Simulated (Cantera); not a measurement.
A closed system holds: 1 mol Si, 0.17 mol O2, 150 mol H2, at 1425 °C.

These are equilibrium values from Cantera (NASA tables, ideal gas, pure condensed phases), not measurements of a reactor. Candidate condensed phases: H2O, Si, SiO2; 18 gas species. Each liquid is taken as pure. Mutual solubility and eutectic melting of coexisting phases are not modelled. The tables hold silica as quartz up to 1696 K and as liquid above; real silica turns to tridymite and cristobalite and melts near 1996 K. Gases not in the tables: Si2H6 and higher silanes. Equilibrium is a limit: real reactors are often held back by kinetics, nucleation or transport.

x: gas mole fraction; n: condensed amount in mol.

```csv
P (Pa),x H2,x H,x Si,x SiO,x SiH,n Si(l),n SiO2(condensed)
0.100,0.860,0.134,0.00407,0.00210,[?],0,0
2.50,0.965,0.0284,0.00427,0.00222,[?],0,0
63,0.991,0.00573,0.00104,0.00225,[?],0.493,0
1600,0.997,0.00114,4.10e-5,0.00226,[?],0.650,0
40000,0.997,0.000228,1.64e-6,0.00226,[?],0.658,0
1000000,0.999,4.57e-5,6.57e-8,0.00122,[?],0.736,0.0764
```

Task: Fill in the missing entries.

Result: 
- 0.100, x SiH: 5.88e-6
- 2.50, x SiH: 3.26e-5
- 63, x SiH: 4.06e-5
- 1600, x SiH: 8.07e-6
- 40000, x SiH: 1.62e-6
- 1000000, x SiH: 3.23e-7
